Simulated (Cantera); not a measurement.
Feed: 1 mol SiH2Cl2, 3.5 mol N2O, 0.21 mol H2, a varied amount of H2O, equilibrated at 625 °C and 1000 Pa.

Equilibrium computed with Cantera from the NASA thermochemical tables; the gas is ideal and each condensed phase is pure. Candidate condensed phases: H2O, NH4Cl, Si, SiO2, Si2N2O, Si3N4; 47 gas species. Rates play no part.

x: gas mole fraction; n: condensed amount in mol.

```tsv
n(H2O) (mol)	x H2O	x N2	x HCl	x O2	x Cl2	n SiO2(β-quartz)
0.14	0.0760	0.545	0.268	0.0896	0.0215	1.00
0.24	[?]	0.536	0.269	0.0894	[?]	1.00
0.39	0.105	0.523	0.268	0.0886	0.0154	1.00
0.63	[?]	0.504	0.264	0.0870	[?]	1.00
1	0.174	0.478	0.256	0.0839	0.00831	1.00
1.7	0.243	0.436	0.239	0.0778	0.00497	1.00
2.8	0.332	0.383	0.213	0.0692	0.00273	1.00
4.6	0.441	0.320	0.180	0.0582	0.00134	1.00
7.5	0.557	0.253	0.143	0.0463	0.000600	1.00
```

Complete the blanks.


- 0.63, x H2O: 0.133
- 0.63, x Cl2: 0.0118
- 0.24, x H2O: 0.0876
- 0.24, x Cl2: 0.0187
